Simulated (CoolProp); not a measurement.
Vapour-liquid equilibrium of CH2F2 (R32) (1) + R227EA (2) at 60.8 kPa; x and y are mole fractions of (1).

Model: multi-fluid Helmholtz-energy mixture model, Tillner-Roth 1997 and Lemmon 2016; pair parameters Bell 2016, in CoolProp.

Q: Give the bubble temperature and the first vapour's composition at x = 0.35, 0.5, 0.95. Is there an azeotrope?

A: x = 0.35: 222.7 K, y = 0.800; x = 0.5: 218.8 K, y = 0.871; x = 0.95: 212.6 K, y = 0.984. No azeotrope shows between x = 0.05 and 0.95.

Pair parameters are fitted to limited data, so mixtures are less certain than the pure fluids.
